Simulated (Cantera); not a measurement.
# Diamond growth

A diamond (100) surface in a fixed gas of H2 with x(CH4) = 0.0044, x(H) = 0.004, x(CH3) = 7.1e-05, at 975 K; coverages are run to steady state.

Model: the Harris–Goodwin 1993 mechanism for the reconstructed diamond (100) surface, integrated in Cantera.

| P (Pa) | growth (µm/h) | θ c6HH | θ c6H* | θ c6*H | θ c6** | θ c6HM |
|---|---|---|---|---|---|---|
| 770 | 0.218 | 0.613 | 0.0160 | 0.351 | 0.00792 | 0.00909 |
| 1200 | 0.358 | 0.613 | 0.0159 | 0.351 | 0.00792 | 0.00957 |
| 1900 | 0.587 | 0.612 | 0.0159 | 0.351 | 0.00792 | 0.00992 |
| 3000 | 0.947 | 0.612 | 0.0160 | 0.351 | 0.00791 | 0.0101 |
| 4600 | 1.47 | 0.612 | 0.0160 | 0.350 | 0.00791 | 0.0103 |
| 7300 | 2.36 | 0.612 | 0.0160 | 0.350 | 0.00792 | 0.0104 |
| 11000 | 3.58 | 0.612 | 0.0160 | 0.350 | 0.00792 | 0.0105 |
| 18000 | 5.88 | 0.612 | 0.0161 | 0.350 | 0.00793 | 0.0105 |
θ: site fractions in the mechanism's names (c6HH fully hydrogenated, c6H* and c6*H radical sites, c6** diradical, c6HM methylated).
